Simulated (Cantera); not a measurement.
Input: 1 mol FeS₂, 0.98 mol H₂, 3.2 mol N₂, at 1575 K.

Cantera equilibrium calculation (NASA polynomials, part measured and part estimated; ideal gas, pure solids and liquids). Candidate condensed phases: Fe, FeS, FeS₂, S; 16 gas species. FeS: taken at fixed stoichiometry. Equilibrium is a limit: real reactors are often held back by kinetics, nucleation or transport.

x: gas mole fraction; n: condensed amount in mol.

| P (Pa) | x N₂ | x H₂ | x S₂ | x H₂S | x Fe | x S | n Fe(γ) | n FeS(l) |
|---|---|---|---|---|---|---|---|---|
| 10 | 0.612 | 0.183 | 0.186 | 0.00203 | 0.00683 | 0.00403 | 0.964 | 0 |
| 100 | 0.685 | 0.203 | 0.103 | … | … | … | 0 | 0.998 |
| 1000 | 0.689 | 0.194 | 0.0982 | … | … | … | 0 | 1.000 |
| 10000 | 0.698 | 0.171 | 0.0871 | 0.0411 | 4.78e-7 | 8.70e-5 | 0 | 1.000 |
| 100000 | 0.713 | 0.131 | 0.0670 | 0.0869 | 1.72e-8 | 2.41e-5 | 0 | 1.00 |
| 1000000 | 0.732 | 0.0829 | 0.0434 | 0.141 | 6.77e-10 | 6.15e-6 | 0 | 1.00 |

**Question.** What belongs in the gaps?

**Answer.** 
- 100, x H₂S: 0.00527
- 100, x Fe: 0.000441
- 100, x S: 0.000944
- 1000, x H₂S: 0.0156
- 1000, x Fe: 1.42e-5
- 1000, x S: 0.000292
